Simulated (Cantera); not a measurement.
A perfectly stirred reactor is fed with CH₄ : H₂ : O₂ : N₂ = 1 : 0.049 : 3.11 : 17.8 (molar parts), at 3750 Torr; it is adiabatic with a 698 K inlet, and is followed from long to short residence time, starting on the burning branch (τ in s: 0.16, 0.072, 0.034, 0.016, 0.0072, 0.0034, 0.0016, 0.00073, 0.00034, 0.00016, 7.3e-05, 3.4e-05).

Detailed kinetics in Cantera: GRI-Mech 3.0 (53 species, 325 reactions).

What does this change do: CH4 1 to 0.62 parts?


```json
[
 {"quantity": "blow-out, bracketed by the residence times tried", "before": "burning at 0.340 ms, out at 0.160 ms", "after": "burning at 16.0 ms, out at 7.20 ms"},
 {"quantity": "x(CH₄) at τ = 0.160 s", "before": "4.96e-6", "after": "4.27e-5"},
 {"quantity": "x(H₂) at τ = 0.160 s", "before": "1.66e-5", "after": "1.18e-5"},
 {"quantity": "x(O₂) at τ = 0.160 s", "before": "0.0495", "after": "0.0859"},
 {"quantity": "x(N₂O) at τ = 0.160 s", "before": "4.64e-7", "after": "1.05e-6"},
 {"quantity": "x(NO) at τ = 0.160 s", "before": "8.62e-6", "after": "2.09e-7"},
 {"quantity": "x(CH₄) at τ = 1.60 ms", "before": "0.000118", "after": "0.0287"},
 {"quantity": "x(H₂) at τ = 1.60 ms", "before": "0.000302", "after": "0.00227"},
 {"quantity": "x(O₂) at τ = 1.60 ms", "before": "0.0505", "after": "0.144"},
 {"quantity": "x(N₂O) at τ = 1.60 ms", "before": "1.87e-6", "after": "<1e-12"},
 {"quantity": "x(NO) at τ = 1.60 ms", "before": "5.63e-6", "after": "<1e-12"}
]
```
